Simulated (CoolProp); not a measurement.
R123 at 246.38 K and 0.00524 MPa is throttled through a valve to 0.00114 MPa with no heat exchange. Each further row changes one setting.

Model: reference Helmholtz-energy equation of state, Younglove 1994, in CoolProp. It is a modified Benedict-Webb-Rubin equation, recast in Helmholtz form.

```tsv
case	temperature change (K)	final density (kg/m³)
as stated	-0.3	0.0853
outlet pressure 0.000342 MPa	___	___
outlet pressure 0.00148 MPa	-0.3	___
```

Problem. Complete the blanks.

Solution. 
- outlet pressure 0.000342 MPa, temperature change (K): -0.4
- outlet pressure 0.000342 MPa, final density (kg/m³): 0.0256
- outlet pressure 0.00148 MPa, final density (kg/m³): 0.111
